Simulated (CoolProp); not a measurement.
The fluoroketone C6F12O (FK-5-1-12) at several states: density (kg/m³) from the reference equation and from simpler models built on Tc = 168.7 °C, pc = 1.869 MPa, ω = 0.471; each cubic takes its own stable root.

Values from CoolProp's reference Helmholtz-energy equation of state, McLinden 2015.

```
T (°C)  p (MPa)   phase  reference
------  -------  ------  ---------
-37.35     1.04  liquid       1781
-55.45     3.91  liquid       1835
-97.75      3.9  liquid       1947
```

Task: How far does each simpler model (van der Waals, Redlich-Kwong, Soave-Redlich-Kwong, Peng-Robinson) lie from the reference over these 3 states: mean and median of the absolute difference, and the worst?

Result: 
- van der Waals: mean 41.4 %, median 41.4 %, worst -42.0 % at -97.75 °C and 3.9 MPa
- Redlich-Kwong: mean 13.8 %, median 13.6 %, worst -14.4 % at -97.75 °C and 3.9 MPa
- Soave-Redlich-Kwong: mean 10.6 %, median 10.0 %, worst -12.1 % at -97.75 °C and 3.9 MPa
- Peng-Robinson: mean 1.4 %, median 1.6 %, worst +1.7 % at -37.35 °C and 1.04 MPa
